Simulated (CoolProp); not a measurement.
Vapour-liquid equilibrium of cyclohexane (1) + m-xylene (2) at 399.1 K; x and y are mole fractions of (1).

The numbers come from the multi-fluid Helmholtz-energy mixture model, Zhou 2014 and Zhou 2012; pair parameters Bell 2016 in CoolProp.

```csv
x,bubble pressure (bar),y at the bubble point,dew pressure at overall composition x (bar),liquid density (mol/L)
0.05,0.8677,0.224,?,7.269
0.2,1.333,0.562,0.8468,7.369
0.35,1.753,0.719,0.9989,7.471
0.5,2.135,0.813,1.215,?
0.65,2.490,?,?,7.688
0.8,2.835,0.934,?,7.806
0.95,3.187,0.984,2.946,7.934
```

What belongs in the gaps?


- 0.05, dew pressure at overall composition x (bar): 0.7343
- 0.5, liquid density (mol/L): 7.577
- 0.65, y at the bubble point: 0.880
- 0.65, dew pressure at overall composition x (bar): 1.542
- 0.8, dew pressure at overall composition x (bar): 2.075

No azeotrope shows between x = 0.05 and 0.95.

The pair parameters rest on a limited set of measurements; away from them the model extrapolates.
